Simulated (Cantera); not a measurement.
What does this Cantera script print?

```python
import numpy as np
import cantera as ct

gas = ct.Solution("h2o2.yaml")


def delay(T, t_max=10):
    gas.TPX = T, 500000, {'H2': 1, 'O2': 0.685, 'N2': 2.58}
    reactor = ct.IdealGasConstPressureReactor(gas, clone=False)
    net = ct.ReactorNet([reactor])
    net.rtol, net.atol = 1e-8, 1e-16
    while net.time < t_max:
        t_old, T_old = net.time, reactor.T
        net.step()
        if reactor.T > T + 400:  # ignition: a rise of 400 K
            return t_old + (T + 400 - T_old) / (reactor.T - T_old) * (net.time - t_old)
    return np.nan


taus = []
for T in [1250, 1325, 1400, 1475, 1550, 1625, 1700, 1775, 1850, 1925]:
    taus.append(delay(T))
    print(f"T0 = {T:6g} K   tau = {taus[-1]:.4e} s")
```

It prints:

```
T0 =   1250 K   tau = 9.6106e-06 s
T0 =   1325 K   tau = 5.9085e-06 s
T0 =   1400 K   tau = 4.1688e-06 s
T0 =   1475 K   tau = 3.1804e-06 s
T0 =   1550 K   tau = 2.5650e-06 s
T0 =   1625 K   tau = 2.1647e-06 s
T0 =   1700 K   tau = 1.9005e-06 s
T0 =   1775 K   tau = 1.7287e-06 s
T0 =   1850 K   tau = 1.6230e-06 s
T0 =   1925 K   tau = 1.5672e-06 s
```

Model: the H2/O2 subset of GRI-Mech 3.0, which has no nitrogen chemistry, integrated in Cantera. The hydrogen kinetics of GRI-Mech 3.0 are dated; newer H2 mechanisms differ, most at raised pressure. Where the delays flatten at high temperature, the 400 K rule measures the pace of heat release, not the induction time.
